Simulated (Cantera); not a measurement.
Input (Python, Cantera):

```python
import numpy as np
import cantera as ct

gas = ct.Solution("gri30.yaml")
gas.TPX = 1500, 100000, {'CO': 0.0037, 'O2': 0.0021, 'H2O': 0.00031, 'N2': 1}
reactor = ct.IdealGasConstPressureReactor(gas, energy="off", clone=False)
net = ct.ReactorNet([reactor])
net.rtol, net.atol = 1e-08, 1e-18
show = ['CO', 'O2', 'H2O', 'CO2', 'H2O2', 'OH', 'NO2']
times = np.geomspace(0.0008, 1, 15)

steps = ct.SolutionArray(gas, extra=["t"])
rows = []
print(f"{'t/s':>10s}{'T/K':>9s}{'P/Pa':>11s}" + "".join(f"{s:>11s}" for s in show))
for t in times:
    while net.time < t:
        t_next = net.step()
        steps.append(gas.state, t=t_next)
    rows.append([np.interp(t, steps.t, y) for y in (steps.T, steps.P, *steps(*show).X.T)])
    print(f"{t:10.3e}{rows[-1][0]:9.1f}{rows[-1][1]:11.4g}" + "".join(f"{x:11.3e}" for x in rows[-1][2:]))
rate = np.gradient(steps.T, steps.t)
print("integrator steps:", len(steps.t))
if steps.T.max() > steps.T[0] + 200:
    print(f"time of steepest temperature rise: {steps.t[rate.argmax()]:.4e} s")
gas.TPX = 1500, 100000, {'CO': 0.0037, 'O2': 0.0021, 'H2O': 0.00031, 'N2': 1}
gas.equilibrate("TP")
print(f"equilibrium (TP): T = {gas.T:.1f} K  " + "  ".join(f"{s} {gas[s].X[0]:.3e}" for s in show))
```

It prints:

```
       t/s      T/K       P/Pa         CO         O2        H2O        CO2       H2O2         OH        NO2
 8.000e-04   1500.0      1e+05  3.678e-03  2.087e-03  3.081e-04  1.849e-08  5.255e-15  1.613e-09  1.643e-19
 1.331e-03   1500.0      1e+05  3.677e-03  2.087e-03  3.081e-04  4.583e-08  1.627e-14  4.957e-09  1.439e-18
 2.216e-03   1500.0      1e+05  3.677e-03  2.087e-03  3.081e-04  1.735e-07  7.219e-14  2.096e-08  2.492e-17
 3.687e-03   1500.0      1e+05  3.676e-03  2.086e-03  3.079e-04  1.413e-06  6.727e-13  1.754e-07  1.693e-15
 6.137e-03   1500.0      1e+05  3.638e-03  2.055e-03  3.026e-04  3.917e-05  4.280e-11  4.411e-06  5.853e-13
 1.021e-02   1500.0      1e+05  2.837e-03  1.526e-03  1.994e-04  8.405e-04  1.442e-09  3.482e-05  1.193e-10
 1.700e-02   1500.0      1e+05  1.665e-03  9.611e-04  1.410e-04  2.015e-03  1.716e-09  3.901e-05  7.163e-10
 2.828e-02   1500.0      1e+05  1.072e-03  7.304e-04  2.003e-04  2.610e-03  1.393e-09  3.355e-05  1.174e-09
 4.707e-02   1500.0      1e+05  7.000e-04  5.719e-04  2.459e-04  2.983e-03  8.829e-10  2.571e-05  1.526e-09
 7.834e-02   1500.0      1e+05  4.558e-04  4.612e-04  2.715e-04  3.228e-03  5.196e-10  1.924e-05  1.891e-09
 1.304e-01   1500.0      1e+05  2.940e-04  3.856e-04  2.859e-04  3.390e-03  3.013e-10  1.441e-05  2.331e-09
 2.170e-01   1500.0      1e+05  1.868e-04  3.347e-04  2.944e-04  3.497e-03  1.753e-10  1.087e-05  2.874e-09
 3.611e-01   1500.0      1e+05  1.166e-04  3.010e-04  2.994e-04  3.567e-03  1.028e-10  8.260e-06  3.518e-09
 6.009e-01   1500.0      1e+05  7.136e-05  2.793e-04  3.026e-04  3.613e-03  6.061e-11  6.312e-06  4.213e-09
 1.000e+00   1500.0      1e+05  4.289e-05  2.657e-04  3.046e-04  3.641e-03  3.576e-11  4.833e-06  4.846e-09
integrator steps: 1255
equilibrium (TP): T = 1500.0 K  CO 1.205e-06  O2 2.266e-04  H2O 3.082e-04  CO2 3.683e-03  H2O2 9.644e-13  OH 7.896e-07  NO2 7.963e-09
```

Model: GRI-Mech 3.0 (53 species, 325 reactions), integrated in Cantera.
